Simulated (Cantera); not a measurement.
Cantera run:

```python
import numpy as np
import cantera as ct

gas_names = [...]  # 95 gases of nasa_gas.yaml made of C, F, H
cond_names = """
    C(gr) C6H6(L) C7H8(L) C8H18(L),n-octa
""".split()


# ... load() reads the species with a 1 bar reference pressure and builds the phases ...
atoms = {
    'CH2F2': {'C': 1, 'H': 2, 'F': 2},
    'F2': {'F': 2},
    'H2': {'H': 2},
}
top_T = {'C(gr)': 4500}  # K; cautious upper limits of use, not melting points


# ... equilibrate(T, P, feed) seeds the gas with the atoms and calls Mixture.equilibrate('TP', solver="vcs", rtol=1e-11, max_steps=5000) ...
results = []
T = 3448.15  # K
P = 1800  # Pa
for m in [0.6, 0.71, 0.85, 1, 1.2, 1.4, 1.7, 2, 2.4, 2.9, 3.4, 4, 4.8]:
    feed = {'CH2F2': 1, 'F2': 1.7, 'H2': m}  # mol
    mix = equilibrate(T, P, feed)
    results.append((T, P, feed, dict(zip(mix.species_names, mix.species_moles))))

top = {s: max(r[3][s] / sum(r[3][g] for g in gas_names) for r in results) for s in gas_names}
cols = sorted((s for s in top if top[s] > 1e-06), key=lambda s: -top[s])[:9]
seen = [c for c in cond_names if any(r[3].get(c, 0) > 1e-12 for r in results)]
print("log10 of partial pressures in bar; condensed amounts in mol")
print(f"{'n(H2)':>10s}" + "".join(f"{s[:9]:>10s}" for s in cols + seen))
for T, P, feed, n in results:
    ng = sum(n[g] for g in gas_names)
    print(f"{feed['H2']:10.4g}" + "".join(f"{np.log10(max(n[s] / ng * P / 1e5, 1e-99)):10.3f}" for s in cols)
          + "".join(f"{n.get(c, 0):10.4g}" for c in seen))
```

Output:

```
log10 of partial pressures in bar; condensed amounts in mol
     n(H2)         H         F        HF         C        CF        C3        H2        C2       C2H
       0.6    -2.591    -2.104    -2.233    -3.252    -3.260    -3.409    -4.621    -3.798    -4.965
      0.71    -2.554    -2.126    -2.218    -3.254    -3.283    -3.413    -4.547    -3.801    -4.930
      0.85    -2.510    -2.155    -2.203    -3.256    -3.314    -3.418    -4.459    -3.804    -4.890
         1    -2.467    -2.185    -2.190    -3.258    -3.346    -3.426    -4.373    -3.809    -4.852
       1.2    -2.415    -2.225    -2.178    -3.262    -3.390    -3.437    -4.269    -3.816    -4.807
       1.4    -2.369    -2.264    -2.170    -3.266    -3.433    -3.449    -4.176    -3.825    -4.769
       1.7    -2.308    -2.320    -2.165    -3.273    -3.496    -3.471    -4.055    -3.839    -4.723
         2    -2.256    -2.372    -2.167    -3.281    -3.556    -3.495    -3.952    -3.855    -4.687
       2.4    -2.200    -2.437    -2.175    -3.292    -3.633    -3.528    -3.838    -3.877    -4.653
       2.9    -2.143    -2.511    -2.192    -3.307    -3.721    -3.572    -3.725    -3.907    -4.626
       3.4    -2.099    -2.576    -2.213    -3.321    -3.800    -3.616    -3.637    -3.936    -4.611
         4    -2.058    -2.644    -2.240    -3.339    -3.886    -3.668    -3.554    -3.971    -4.604
       4.8    -2.016    -2.723    -2.277    -3.361    -3.987    -3.734    -3.471    -4.015    -4.607
```

Cantera equilibrium calculation (NASA polynomials, part measured and part estimated; ideal gas, pure solids and liquids).
